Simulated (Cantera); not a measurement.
An isothermal, constant-pressure homogeneous reactor starts with 2.17 % CH4, 97.8 % N2, at 1450 K and 0.0132 atm.

Computed with Cantera and GRI-Mech 3.0 (53 species, 325 reactions). GRI-Mech 3.0 stops at C3 and has no aromatics, soot or wall deposition, so with more carbon than oxygen in the feed, carbon stays in small species such as C2H2 where larger ones or solid carbon would form. Radical loss at walls, strong at low pressure, is not modelled.

### Question
Predict: x(CH4) at 4.00 s; x(C2H2) at 4.00 s; x(CH3) at 4.00 s; x(CH2) at 4.00 s; x(C2H4) at 4.00 s.

### Answer
| Property | Result |
|---|---|
| x(CH4) at 4.00 s | 0.0189 (gas-phase equilibrium 4.43e-6) |
| x(C2H2) at 4.00 s | 0.000750 (gas-phase equilibrium 0.00156) |
| x(CH3) at 4.00 s | 0.000111 (gas-phase equilibrium 4.12e-8) |
| x(CH2) at 4.00 s | 2.13e-8 (gas-phase equilibrium 1.48e-11) |
| x(C2H4) at 4.00 s | 0.000556 (gas-phase equilibrium 3.13e-7) |
